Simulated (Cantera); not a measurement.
Input: 1 mol SiHCl3, 0.1 mol HCl, 4.6 mol H2, held at 1.33 mbar.

Method: chemical equilibrium by Gibbs-energy minimisation in Cantera with the NASA 1993 tables (ideal gas, pure condensed phases). Candidate condensed phases: Si; 19 gas species. The tables' values for SiCl3 are old estimates; treat these amounts as uncertain. Rates play no part. All values below are at 1048 K.

Base state: H2 0.801, SiCl4 0.0865, HCl 0.0805, SiCl2 0.0151, SiHCl3 0.00880, SiCl3 0.00844, SiH2Cl2 0.000102 (mole fractions); condensed: Si(s).

Task: What changes in the equilibrium state with this change: SiHCl3 replaced by SiH4?

Result: 
```csv
species,before,after
H2,0.801,0.986
HCl,0.0805,0.0138
SiCl2,0.0151,0.000360
SiCl4,0.0865,4.93e-5
SiCl3,0.00844,3.11e-5
SiHCl3,0.00880,3.60e-5
SiH2Cl2,0.000102,2.99e-6
"Si(s), mol",0.275,0.997
```
